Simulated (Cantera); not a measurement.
An adiabatic, constant-volume homogeneous reactor starts with CH4 : O2 : N2 = 1 : 5.88 : 22.1 (molar parts), equivalence ratio 0.34, at 1750 K and 500000 Pa. Integrator tolerance rtol = 1e-08.

Model: GRI-Mech 3.0 (53 species, 325 reactions), integrated in Cantera.

What does this change do: 0.08 parts H2 added?


```json
[
 {"quantity": "time of steepest temperature rise", "before": "34.2 µs", "after": "28.7 µs"},
 {"quantity": "temperature at 0.100 s", "before": "2543 K", "after": "2557 K"},
 {"quantity": "equilibrium temperature", "before": "2543 K", "after": "2557 K"},
 {"quantity": "x(CH4) at 0.100 s", "before": "<1e-12 (gas-phase equilibrium <1e-12)", "after": "<1e-12 (gas-phase equilibrium <1e-12)"},
 {"quantity": "x(O2) at 0.100 s", "before": "0.122 (gas-phase equilibrium 0.122)", "after": "0.120 (gas-phase equilibrium 0.120)"},
 {"quantity": "x(CH2CO) at 0.100 s", "before": "<1e-12 (gas-phase equilibrium <1e-12)", "after": "<1e-12 (gas-phase equilibrium <1e-12)"},
 {"quantity": "x(C2H6) at 0.100 s", "before": "<1e-12 (gas-phase equilibrium <1e-12)", "after": "<1e-12 (gas-phase equilibrium <1e-12)"},
 {"quantity": "x(CO) at 0.100 s", "before": "0.00161 (gas-phase equilibrium 0.00161)", "after": "0.00173 (gas-phase equilibrium 0.00173)"},
 {"quantity": "x(C2H) at 0.100 s", "before": "<1e-12 (gas-phase equilibrium <1e-12)", "after": "<1e-12 (gas-phase equilibrium <1e-12)"},
 {"quantity": "x(CO2) at 0.100 s", "before": "0.0328 (gas-phase equilibrium 0.0328)", "after": "0.0326 (gas-phase equilibrium 0.0326)"}
]
```
